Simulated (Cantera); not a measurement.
Input: 1 mol Cr, 0.12 mol N₂, equilibrated at 2498.15 K and 0.160 Pa.

Equilibrium computed with Cantera from the NASA thermochemical tables; the gas is ideal and each condensed phase is pure. Candidate condensed phases: Cr, CrN, Cr₂N; 4 gas species. Rates play no part.

Base state: Cr 0.893, N₂ 0.107, N 7.43e-5 (mole fractions); condensed: gas only.

Question: What changes in the equilibrium state with this change: temperature from 2498.15 K to 1175 K?

Answer: 
| species | before | after |
|---|---|---|
| N₂ | 0.107 | 1.000 |
| Cr | 0.893 | 6.44e-5 |
| N | 7.43e-5 | <1e-9 |
| Cr(s), mol | 0 | 1.000 |
